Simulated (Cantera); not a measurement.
A freely propagating, adiabatic, planar premixed flame of H₂ : O₂ : N₂ = 1 : 0.455 : 1.32 (molar parts), unburnt at 598 K and 0.200 bar; mixture-averaged transport, grid criteria slope 0.08 and curve 0.16, no radiation.

Computed with Cantera and the H2/O2 subset of GRI-Mech 3.0, which has no nitrogen chemistry. Burning velocities carry a grid error of a few per cent, more on coarse grids.

Question: How do the results move with these cheaper or finer settings: unity-Lewis-number transport; multicomponent transport; multicomponent+Soret transport; grid criteria slope 0.5, curve 1; grid criteria slope 0.25, curve 0.5; grid criteria slope 0.03, curve 0.06?

Answer: 
| setting | laminar burning velocity | thermal thickness | peak x(O) | peak x(H₂O₂) | grid points |
|---|---|---|---|---|---|
| as above | 772 cm/s | 3.41 mm | 0.0186 | 1.64e-6 | 142 |
| unity-Lewis-number transport | 503 cm/s | 2.60 mm | 0.0186 | 1.32e-6 | 130 |
| multicomponent transport | 755 cm/s | 3.39 mm | 0.0186 | 1.66e-6 | 142 |
| multicomponent+Soret transport | 726 cm/s | 3.35 mm | 0.0185 | 1.71e-6 | 142 |
| grid criteria slope 0.5, curve 1 | 1140 cm/s | 6.01 mm | 0.0185 | 1.36e-6 | 45 |
| grid criteria slope 0.25, curve 0.5 | 844 cm/s | 3.95 mm | 0.0189 | 1.51e-6 | 71 |
| grid criteria slope 0.03, curve 0.06 | 761 cm/s | 3.32 mm | 0.0184 | 1.66e-6 | 276 |
Unity Lewis numbers drop preferential diffusion, which matters most where H2 and H carry the flame; Soret adds thermal diffusion.
